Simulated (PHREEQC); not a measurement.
PHREEQC input (ion-association model, wateq4f.dat):

```
SOLUTION_MASTER_SPECIES
  An  An-  0  An  62.0  # stands for a non-complexing anion
SOLUTION_SPECIES
  An- = An-
    -log_k 0
    -gamma 3.0 0
PHASES
  Fix_H+
    H+ = H+
    -log_k 0
SOLUTION 1
  temp 25
  units mmol/kgw
  pH 7 charge
  Cl 8.33
  Pb 0.87
  Mn(2) 3.2
  Ca 0.095
  Na 1
  An 1
END
SELECTED_OUTPUT 1
  -reset false
  -pH true
  -pe true
  -ionic_strength true
  -water true
  -totals Ca Cl Mn Na Pb Mn(2) Mn(3) Mn(6) Mn(7)
  -molalities Hfo_wOH Hfo_wOH2+ Hfo_wO- Hfo_sOH Hfo_sOH2+ Hfo_sO- Hfo_sOMn+ Hfo_wOMn+ Hfo_sOHCa+2 Hfo_wOCa+
    Hfo_sOPb+ Hfo_wOPb+
  -saturation_indices Portlandite Pyrochroite Litharge Cotunnite Laurionite Halite
USER_PUNCH 1
  -headings sigma psi
  10 PUNCH EDL("sigma", "Hfo"), EDL("psi", "Hfo")
PRINT
  -reset false
USE solution 1
SURFACE 1
  Hfo_wOH 0.00629213 600 2.8
  Hfo_sOH 0.000157303
EQUILIBRIUM_PHASES 1
  Fix_H+ -3 HAn 10
    -force_equality true
END
# ... the last block is repeated for the other 16 points of pH, with NaOH or the acid as the point needs
```

Selected output (columns that matter, 17 of 17 rows; pH added in front):

```
pH	mu	Ca	Cl	Mn	Na	Pb	m_Hfo_wOH	si_Portlandite	si_Pyrochroite	si_Litharge	si_Cotunnite	si_Halite	sigma	psi
3	0.016942	9.5e-05	0.00833	0.0032	0.001	0.00079843	0.0005719	-21.039	-11.915	-10.12	-2.9238	-6.7846	0.33698	0.19462
3.5	0.015621	9.5e-05	0.00833	0.0032	0.001	0.00073121	0.0013037	-20.032	-10.909	-9.1517	-2.951	-6.7803	0.29441	0.18978
4	0.014797	9.5e-05	0.00833	0.0032	0.001	0.00070105	0.0022615	-19.027	-9.9043	-8.166	-2.9623	-6.7776	0.2371	0.18006
4.5	0.013986	9.5e-05	0.00833	0.0031999	0.001	0.0006174	0.003178	-18.022	-8.8999	-7.2172	-3.0097	-6.7744	0.17884	0.16705
5	0.012826	9.5e-05	0.00833	0.0031994	0.001	0.00035128	0.0038293	-17.015	-7.8933	-6.4567	-3.2406	-6.7684	0.13046	0.15312
5.5	0.011806	9.4999e-05	0.00833	0.003196	0.001	9.6567e-05	0.0041549	-16.009	-6.8876	-6.0132	-3.789	-6.7626	0.093377	0.13817
6	0.011905	9.4995e-05	0.0083299	0.0031737	0.0016232	1.6608e-05	0.0042562	-15.009	-5.8913	-5.7818	-4.5565	-6.5518	0.065204	0.11976
6.5	0.011945	9.4975e-05	0.0083298	0.0030366	0.0022881	2.6734e-06	0.0041394	-14.01	-4.9108	-5.5859	-5.3601	-6.4025	0.044409	0.10048
7	0.011584	9.4888e-05	0.0083296	0.0025552	0.0034604	6.1996e-07	0.003512	-13.008	-3.9836	-5.2507	-6.0225	-6.2211	0.032647	0.086245
7.5	0.010957	9.4683e-05	0.0083294	0.0018485	0.0049773	2.6569e-07	0.0023359	-12.004	-3.1203	-4.7046	-6.4725	-6.0601	0.026804	0.078226
8	0.010434	9.4346e-05	0.0083292	0.0012695	0.0062023	2.0699e-07	0.0012216	-11.002	-2.2806	-4.0167	-6.7812	-5.9619	0.023105	0.072497
8.5	0.01013	9.3955e-05	0.0083291	0.00093042	0.0069281	2.9877e-07	0.00052524	-10.002	-1.4153	-3.2201	-6.9826	-5.9123	0.020725	0.06826
9	0.0099908	9.3648e-05	0.0083291	0.0007745	0.0072792	7.5946e-07	0.0001951	-9.0023	-0.4995	-2.3327	-7.0943	-5.8901	0.019429	0.065704
9.5	0.0099388	9.3443e-05	0.008329	0.00071433	0.0074615	3.145e-06	6.7075e-05	-8.003	0.4488	-1.3962	-7.1573	-5.879	0.018707	0.06416
10	0.0099302	9.3165e-05	0.008329	0.00068433	0.0076807	1.9039e-05	2.3194e-05	-7.0046	1.3805	-0.4787	-7.2396	-5.8663	0.017835	0.062113
10.5	0.010036	9.2148e-05	0.008329	0.00060014	0.0082731	0.00011651	9.2643e-06	-6.0113	2.1951	0.2616	-7.4993	-5.8342	0.015626	0.056332
11	0.010911	8.6787e-05	0.008329	0.00037738	0.0098582	0.00038188	5.2217e-06	-5.0472	2.7324	0.5452	-8.2185	-5.7612	0.011114	0.041825
```

Along this series the solution becomes supersaturated in solids that the run did not let form, among them Pyrochroite, Litharge. Species that the database lacks are ignored. The oxide is taken as insoluble; below pH 4 it would dissolve.
